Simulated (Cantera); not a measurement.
A perfectly stirred reactor is fed with 75.6 % CH4, 24.4 % H2O, at 101000 Pa; it is held at 2098 K, and followed from long to short residence time.

Cantera simulation using GRI-Mech 3.0 (53 species, 325 reactions); the numbers are that mechanism's predictions, not measurements. GRI-Mech 3.0 stops at C3 and has no aromatics, soot or wall deposition, so with more carbon than oxygen in the feed, carbon stays in small species such as C2H2 where larger ones or solid carbon would form.

Question: Predict: x(CH4) at τ = 0.490 s; x(H2O) at τ = 0.490 s; x(C2H) at τ = 0.490 s; x(H) at τ = 0.490 s; x(CH4) at τ = 5.30 ms; x(H2O) at τ = 5.30 ms; x(C2H) at τ = 5.30 ms; x(H) at τ = 5.30 ms.

Answer: 
```
Quantity                 Value
---------------------  -------
x(CH4) at τ = 0.490 s  0.00468
x(H2O) at τ = 0.490 s  0.00189
x(C2H) at τ = 0.490 s  1.15e-5
x(H) at τ = 0.490 s    0.00264
x(CH4) at τ = 5.30 ms   0.0379
x(H2O) at τ = 5.30 ms   0.0683
x(C2H) at τ = 5.30 ms  1.39e-5
x(H) at τ = 5.30 ms    0.00233
```
